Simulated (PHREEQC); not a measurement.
Solution (25 °C): 57 mmol/kgw Cu(NO3)2, 0.61 mmol/kgw HNO3 and 75 mmol/kgw NaCl. Closed to the air; pH follows from the charge balance.

Computed with PHREEQC (ion-association model, phreeqc.dat).

Each row changes one thing in this solution. No solid was allowed to form.

| case | pH | ionic strength (mol/kgw) | Cl- (mol/kgw) | Cu+2 (mol/kgw) | CuCl+ (mol/kgw) | CuCl2 (mol/kgw) | SI of Halite (NaCl) |
|---|---|---|---|---|---|---|---|
| as made | 3.32 | 0.240 | 0.0717 | 0.0537 | 0.00320 | 5.77e-5 | -4.12 |
| temperature from 25 to 65 °C | 3.32 | 0.221 | 0.0622 | 0.0445 | 0.0122 | 0.000272 | -4.23 |
| Cu(NO3)2 from 0.057 to 0.114 mol/kgw | 3.33 | 0.407 | 0.0695 | 0.108 | 0.00537 | 8.06e-5 | -4.17 |
| temperature from 25 to 30 °C | 3.32 | 0.238 | 0.0709 | 0.0530 | 0.00395 | 7.39e-5 | -4.13 |
| diluted 100-fold with water | 5.14 | 0.00246 | 0.000749 | 0.000568 | 9.25e-7 | 3.33e-10 | -7.87 |
| HNO3 replaced by Ba(NO3)2 at the same molality | 4.38 | 0.241 | 0.0717 | 0.0537 | 0.00320 | 5.75e-5 | -4.12 |
| temperature from 25 to 90 °C | 3.31 | 0.205 | 0.0539 | 0.0364 | 0.0201 | 0.000463 | -4.32 |

Complexes and solids missing from the database can't appear. Constants without temperature data keep their 25 °C values here.
